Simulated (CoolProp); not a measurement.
Saturation properties of c-C4F8 (RC318) (Tc = 388.4 K, pc = 2778 kPa, ω = 0.355).

Computed with CoolProp (reference Helmholtz-energy equation of state, Platzer 1990). This equation is an older, rougher fit; its heat capacities, sound speeds and derivatives of the liquid may be far off and weren't checked against measurements.

```json
[
 {"T (K)": "265.2", "p (kPa)": "93.30", "liquid density (kg/m³)": "1622", "vapour density (kg/m³)": "8.827", "liquid viscosity (µPa s)": "600", "liquid conductivity (mW/(m K))": "73.0"},
 {"T (K)": "275", "p (kPa)": "138.6", "liquid density (kg/m³)": "1587", "vapour density (kg/m³)": "12.83", "liquid viscosity (µPa s)": "514", "liquid conductivity (mW/(m K))": "70.9"},
 {"T (K)": "284.8", "p (kPa)": "199.2", "liquid density (kg/m³)": "1550", "vapour density (kg/m³)": "18.14", "liquid viscosity (µPa s)": "442", "liquid conductivity (mW/(m K))": "68.6"},
 {"T (K)": "294.6", "p (kPa)": "278.5", "liquid density (kg/m³)": "1512", "vapour density (kg/m³)": "25.07", "liquid viscosity (µPa s)": "382", "liquid conductivity (mW/(m K))": "66.1"},
 {"T (K)": "304.4", "p (kPa)": "379.8", "liquid density (kg/m³)": "1473", "vapour density (kg/m³)": "33.96", "liquid viscosity (µPa s)": "331", "liquid conductivity (mW/(m K))": "63.6"},
 {"T (K)": "314.2", "p (kPa)": "506.7", "liquid density (kg/m³)": "1430", "vapour density (kg/m³)": "45.30", "liquid viscosity (µPa s)": "287", "liquid conductivity (mW/(m K))": "60.9"},
 {"T (K)": "324", "p (kPa)": "663.0", "liquid density (kg/m³)": "1386", "vapour density (kg/m³)": "59.67", "liquid viscosity (µPa s)": "249", "liquid conductivity (mW/(m K))": "58.2"},
 {"T (K)": "333.8", "p (kPa)": "852.7", "liquid density (kg/m³)": "1337", "vapour density (kg/m³)": "77.93", "liquid viscosity (µPa s)": "215", "liquid conductivity (mW/(m K))": "55.3"},
 {"T (K)": "343.6", "p (kPa)": "1080", "liquid density (kg/m³)": "1283", "vapour density (kg/m³)": "101.3", "liquid viscosity (µPa s)": "185", "liquid conductivity (mW/(m K))": "52.4"},
 {"T (K)": "353.4", "p (kPa)": "1351", "liquid density (kg/m³)": "1223", "vapour density (kg/m³)": "131.8", "liquid viscosity (µPa s)": "158", "liquid conductivity (mW/(m K))": "49.5"}
]
```

It boils at 267.2 K under 1 atm.

Viscosity comes from a separate model (Huber 2003), an estimate that may be off by 10 % or more. Thermal conductivity comes from a separate model (Huber 2003), an estimate that may be off by 10 % or more.
